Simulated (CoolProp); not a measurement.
The fluid at 293.15 K and 3.55 MPa expands adiabatically to 0.319 MPa with isentropic efficiency 0.9. The same conditions are run with several fluids, on thermodynamics alone (safety and materials aside).

The numbers come from the reference Helmholtz-energy equation of state of each fluid (hydrogen chloride: Thol 2018; dry air: Lemmon 2000; ethylene: Smukala 2000; CF4 (R14): Platzer 1990; oxygen: Schmidt 1985) in CoolProp. The equations of Platzer and Polt are older, rougher fits. Blends and air are pseudo-pure fits.

Problem. Rank hydrogen chloride, dry air, ethylene, CF4 (R14), oxygen by work (kJ/kg), highest first.

Solution. dry air (129), ethylene (118), oxygen (116), hydrogen chloride (89.9), CF4 (R14) (44.5)

```json
[
 {"fluid": "hydrogen chloride", "final temperature (K)": "211.1", "final phase": "two-phase, vapour fraction 0.818", "final density (kg/m³)": "8.64"},
 {"fluid": "dry air", "final temperature (K)": "159.2", "final phase": "gas", "final density (kg/m³)": "7.10"},
 {"fluid": "ethylene", "final temperature (K)": "191.7", "final phase": "two-phase, vapour fraction 0.914", "final density (kg/m³)": "6.63"},
 {"fluid": "CF4 (R14)", "final temperature (K)": "200.2", "final phase": "gas", "final density (kg/m³)": "17.6"},
 {"fluid": "oxygen", "final temperature (K)": "159.3", "final phase": "gas", "final density (kg/m³)": "7.86"}
]
```
